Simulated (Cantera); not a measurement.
Feed: 1 mol (CH₃)₂SiCl₂, 0.77 mol C₂H₄, 2.6 mol H₂, equilibrated at 2473.15 K and 0.133 bar.

These are equilibrium values from Cantera (NASA tables, ideal gas, pure condensed phases), not measurements of a reactor. Candidate condensed phases: C, C₆H₆, C₇H₈, C₈H₁₈, Si, SiC; 109 gas species. The feed counts by its element totals alone. The tables' values for SiCl, SiCl₃ are old estimates; treat these amounts as uncertain. Gases not in the tables: Si₂H₆ and higher silanes. Rates play no part.

Base state: H₂ 0.713, HCl 0.189, H 0.0516, SiCl₂ 0.0170, Cl 0.00970, C₂H₂ (acetylene) 0.00688, Si 0.00653, SiCl 0.00250 (mole fractions); condensed: C(graphite) + SiC(s).

What changes in the equilibrium state with this change: H₂ from 2.6 to 220 mol?


```
species             before     after
----------------  --------  --------
H₂                   0.713     0.922
H                   0.0516    0.0587
HCl                  0.189   0.00814
SiCl₂               0.0170   1.11e-5
Si                 0.00653   0.00297
SiCl₃              8.42e-5   2.08e-9
SiCl               0.00250   4.31e-5
C₂HCl              2.00e-5   6.64e-7
Cl                 0.00970  0.000367
Si₂C              0.000871  0.000158
C(graphite), mol      2.64         0
SiC(s), mol          0.744         0
```
The tables' values for SiCl are old estimates; treat these amounts as uncertain.
